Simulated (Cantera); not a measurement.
Cantera with NASA thermochemical tables; ideal gases at 1 bar, condensed phases pure. Values are per mole of reaction as written; species without (g) are pure solids or liquids, kept so even where they would boil at 1 bar.

Problem. Between 300 and 1625 K, where is each reaction favourable under standard conditions?
- 12 F(g) + 3 Cu2O → 6 CuF2 + O3(g)

Solution. 
- 12 F(g) + 3 Cu2O → 6 CuF2 + O3(g): ΔG° is -3089 kJ at 300 K and -1335 kJ at 1625 K; it stays negative (K > 1). ΔH° is -3277 kJ and ΔS° -1195 J/K at 1625 K.
